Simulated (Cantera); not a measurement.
**Hydrocarbon pyrolysis for carbon deposition**

An isothermal, constant-pressure homogeneous reactor starts with 14.3 % CH4, 85.6 % N2, 0.137 % H2O, at 1800 K and 1.50 Torr.

Cantera simulation using GRI-Mech 3.0 (53 species, 325 reactions); the numbers are that mechanism's predictions, not measurements. GRI-Mech 3.0 stops at C3 and has no aromatics, soot or wall deposition, so with more carbon than oxygen in the feed, carbon stays in small species such as C2H2 where larger ones or solid carbon would form. Radical loss at walls, strong at low pressure, is not modelled.

```tsv
t (s)	x CH4	x C2H	x C2H2	x CH3	x CH2
0.000100	0.143	<1e-12	<1e-12	2.30e-6	2.47e-12
0.000282	0.143	<1e-12	<1e-12	7.85e-6	3.90e-11
0.000795	0.143	<1e-12	1.12e-12	2.46e-5	3.63e-10
0.00224	0.143	<1e-12	1.27e-10	7.18e-5	2.56e-9
0.00631	0.142	<1e-12	1.05e-8	0.000205	1.78e-8
0.0178	0.142	7.68e-12	7.33e-7	0.000577	1.26e-7
0.0502	0.140	1.15e-9	4.90e-5	0.00160	8.47e-7
0.141	0.122	7.23e-8	0.00295	0.00359	4.06e-6
0.399	0.0563	7.90e-7	0.0340	0.00270	5.13e-6
1.12	0.0167	1.49e-6	0.0543	0.00103	3.01e-6
3.17	0.00330	2.53e-6	0.0607	0.000315	1.59e-6
8.93	0.000461	4.69e-6	0.0618	8.06e-5	7.79e-7
25.2	6.11e-5	8.03e-6	0.0616	1.84e-5	3.07e-7
71.0	1.43e-6	1.00e-5	0.0616	5.36e-7	1.12e-8
200	6.19e-7	1.00e-5	0.0616	2.33e-7	4.89e-9
```
x: mole fraction; the columns are a selection and need not sum to one.

Equilibrium at this temperature and pressure: CH4 1.40e-6, C2H 3.70e-6, C2H2 0.0227, CH3 5.27e-7, CH2 1.11e-8 (gas phase only).
